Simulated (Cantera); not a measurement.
A perfectly stirred reactor is fed with CO : H₂ : CH₄ : O₂ : N₂ = 1 : 0.38 : 0.84 : 3.33 : 33.3 (molar parts), equivalence ratio 0.71, at 1.50 bar; it is adiabatic with a 725 K inlet, and is followed from long to short residence time, starting on the burning branch (τ in s: 0.15, 0.039, 0.01, 0.0026, 0.00068, 0.00018, 4.6e-05, 1.2e-05, 3.1e-06).

Detailed kinetics in Cantera: GRI-Mech 3.0 (53 species, 325 reactions).

x: mole fraction; the columns are a selection and need not sum to one.

```
τ (s)    T (K)      x CO      x H₂     x CH₄    x N₂O    x NO₂
-------  -----  --------  --------  --------  -------  -------
0.15      1509  0.000370   6.62e-5   8.72e-6  8.92e-7  1.81e-8
0.039     1503  0.000913  0.000159   2.05e-5  8.07e-7  1.09e-8
0.010     1488       ___       ___       ___      ___      ___
0.0026    1452   0.00549  0.000817  0.000128  4.35e-7  4.51e-9
0.00068   1348    0.0159   0.00197  0.000614  2.48e-7  1.87e-9
0.00018    725    0.0257   0.00978    0.0216   <1e-12   <1e-12
4.6e-5     725    0.0257   0.00978    0.0216   <1e-12   <1e-12
1.2e-5     725    0.0257   0.00978    0.0216   <1e-12   <1e-12
3.1e-6     725    0.0257   0.00978    0.0216   <1e-12   <1e-12
```

Task: Complete the blanks.

Result: 
- 0.010, x CO: 0.00225
- 0.010, x H₂: 0.000372
- 0.010, x CH₄: 4.92e-5
- 0.010, x N₂O: 6.12e-7
- 0.010, x NO₂: 6.72e-9
